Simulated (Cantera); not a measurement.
# Ignition delay

Mixture: CH4 : O2 : N2 = 1 : 2.17 : 8.17 (molar parts), equivalence ratio 0.92, at 20.0 bar, adiabatic and at constant pressure. Ignition delay is the time to a rise of 400 K.

Model: GRI-Mech 3.0 (53 species, 325 reactions), integrated in Cantera. The pressure lies above the range GRI-Mech 3.0 was tuned for (to about 10 atm).

```
T0 (K)  delay (ms)
------  ----------
1100          7.85
1150          3.96
1200          2.11
1250          1.18
1300         0.682
1350         0.405
1400         0.247
1450         0.153
```

```
Property                                                Result
--------------------------------------------------  ----------
apparent activation energy between 1350 and 1450 K  160 kJ/mol
```
